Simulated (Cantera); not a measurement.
An isothermal, constant-pressure homogeneous reactor starts with H2 : O2 : N2 = 0.23 : 1 : 0.79 (molar parts), at 1375 K and 0.0118 atm. Integrator tolerance rtol = 1e-08.

Model: GRI-Mech 3.0 (53 species, 325 reactions), integrated in Cantera. Radical loss at walls, strong at low pressure, is not modelled. The temperature is held fixed by assumption; the heat of reaction is taken as removed at once.

**Question.** What does this change do: pressure from 0.0118 atm to 0.00257 atm?

**Answer.** 
| quantity | before | after |
|---|---|---|
| x(H2) at 200 s | 4.98e-7 (gas-phase equilibrium 4.98e-7) | 1.31e-6 (gas-phase equilibrium 1.07e-6) |
| x(O2) at 200 s | 0.465 (gas-phase equilibrium 0.464) | 0.465 (gas-phase equilibrium 0.464) |
| x(O) at 200 s | 3.99e-6 (gas-phase equilibrium 3.98e-6) | 1.05e-5 (gas-phase equilibrium 8.56e-6) |
| x(HO2) at 200 s | 4.84e-8 (gas-phase equilibrium 4.84e-8) | 3.05e-8 (gas-phase equilibrium 3.30e-8) |
| x(OH) at 200 s | 9.69e-5 (gas-phase equilibrium 9.69e-5) | 0.000158 (gas-phase equilibrium 0.000142) |
